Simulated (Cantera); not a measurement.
C3H8 + NH3 + N2 (carbon deposition, reforming and gasification)

Charge: 1 mol C3H8, 1.4 mol NH3, 0.36 mol N2, at 10.0 mbar.

These are equilibrium values from Cantera (NASA tables, ideal gas, pure condensed phases), not measurements of a reactor. Candidate condensed phases: C, C6H6, C7H8, C8H18; 110 gas species. Ions and electrons are included (thermal ionisation). The numbers say what is thermodynamically allowed, not how fast it happens.

From 2000 K to 3000 K the condensed part is C(graphite). From 3500 K to 5000 K nothing is condensed. The main C-bearing gas is HCN at 2000 K and C at 5000 K.

| T (K) | x H2 | x H | x C | x N2 | x N | x C3 | x HCN | x CN | x C2 | x C2H2 (acetylene) | n C(graphite) |
|---|---|---|---|---|---|---|---|---|---|---|---|
| 2000 | 0.835 | 0.0149 | 3.04e-9 | 0.144 | 3.43e-9 | 2.77e-9 | 0.00512 | 2.14e-6 | 2.34e-10 | 0.000641 | 2.95 |
| 2500 | 0.646 | 0.202 | 1.66e-5 | 0.122 | 1.02e-6 | 4.97e-5 | 0.0199 | 0.000360 | 4.58e-6 | 0.00699 | 2.70 |
| 3000 | 0.174 | 0.658 | 0.00507 | 0.0742 | 3.79e-5 | 0.0312 | 0.0227 | 0.00888 | 0.00317 | 0.0108 | 0.916 |
| 3500 | 0.0179 | 0.790 | 0.0628 | 0.0603 | 0.000544 | 0.0277 | 0.00289 | 0.0198 | 0.0146 | 0.000172 | 0 |
| 4000 | 0.00226 | 0.758 | 0.156 | 0.0569 | 0.00423 | 0.00132 | 0.000204 | 0.0143 | 0.00648 | 7.63e-7 | 0 |
| 4500 | 0.000464 | 0.745 | 0.175 | 0.0516 | 0.0204 | 2.11e-5 | 1.42e-5 | 0.00604 | 0.00106 | 3.60e-9 | 0 |
| 5000 | 0.000128 | 0.729 | 0.176 | 0.0324 | 0.0596 | 5.93e-7 | 1.27e-6 | 0.00230 | 0.000207 | 4.10e-11 | 0 |
x: gas mole fraction; n: condensed amount in mol.
